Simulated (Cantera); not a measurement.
Thermodynamics of calcination and drying, feed LiOH + H₂ + O₂

Charge: 1 mol LiOH, 0.41 mol H₂, 6.8 mol O₂, equilibrated at 677 °C and 13.3 mbar.

Cantera equilibrium calculation (NASA polynomials, part measured and part estimated; ideal gas, pure solids and liquids). Candidate condensed phases: H₂O, Li, LiH, LiOH, Li₂O; 17 gas species. Condensed phases not in the tables: the peroxide. Kinetics and transport are ignored.

- x(O₂): 0.879
- x(H₂O): 0.121
- x(LiOH): 2.04e-5
- n(Li₂O(s)): 0.500 mol
- gas amount: 7.505 mol
- log10 activity of Li(l) (absent): -12.53
